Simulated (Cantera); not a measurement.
An isothermal, constant-pressure homogeneous reactor starts with 4.17 % C₂H₆, 95.8 % H₂, at 1400 K and 0.0170 bar.

Detailed kinetics in Cantera: GRI-Mech 3.0 (53 species, 325 reactions). GRI-Mech 3.0 stops at C3 and has no aromatics, soot or wall deposition, so with more carbon than oxygen in the feed, carbon stays in small species such as C2H2 where larger ones or solid carbon would form. Radical loss at walls, strong at low pressure, is not modelled.

x: mole fraction; the columns are a selection and need not sum to one.

| t (s) | x C₂H₆ | x H₂ | x CH₃ | x C₂H₄ | x C₂H₂ | x H | x CH₂ |
|---|---|---|---|---|---|---|---|
| 1.00e-6 | 0.0417 | 0.958 | 1.47e-6 | 6.51e-12 | <1e-12 | 9.04e-9 | <1e-12 |
| 4.92e-6 | 0.0417 | 0.958 | 7.07e-6 | 5.71e-10 | <1e-12 | 1.94e-7 | <1e-12 |
| 2.42e-5 | 0.0416 | 0.958 | 3.11e-5 | 1.59e-7 | <1e-12 | 3.47e-6 | 1.54e-11 |
| 0.000119 | 0.0415 | 0.958 | 9.58e-5 | 3.16e-5 | 1.19e-9 | 3.69e-5 | 1.27e-9 |
| 0.000585 | 0.0390 | 0.957 | 0.000357 | 0.00154 | 2.60e-6 | 0.000197 | 4.36e-8 |
| 0.00288 | 0.0136 | 0.946 | 0.00117 | 0.0142 | 0.000641 | 0.000658 | 4.15e-7 |
| 0.0141 | 7.89e-5 | 0.939 | 0.000227 | 0.0144 | 0.00636 | 0.000269 | 4.11e-8 |
| 0.0695 | 5.86e-6 | 0.940 | 5.10e-5 | 0.00978 | 0.0109 | 6.12e-5 | 2.34e-9 |
| 0.342 | 1.81e-6 | 0.940 | 2.08e-5 | 0.00537 | 0.0153 | 2.51e-5 | 4.01e-10 |
| 1.68 | 1.07e-6 | 0.941 | 2.26e-5 | [?] | 0.0198 | 2.74e-5 | 4.68e-10 |
| 8.27 | 1.03e-6 | 0.941 | 2.34e-5 | 0.000292 | 0.0205 | 2.88e-5 | 5.08e-10 |
| 40.7 | 9.22e-7 | 0.942 | 2.21e-5 | 0.000306 | 0.0217 | 2.93e-5 | 4.88e-10 |
| 200 | [?] | 0.947 | [?] | [?] | [?] | 3.13e-5 | 4.07e-10 |

### Question
Some entries are withheld; supply them.

### Answer

- 1.68, x C₂H₄: 0.000739
- 200, x C₂H₆: 5.75e-7
- 200, x CH₃: 1.73e-5
- 200, x C₂H₄: 0.000356
- 200, x C₂H₂: 0.0260
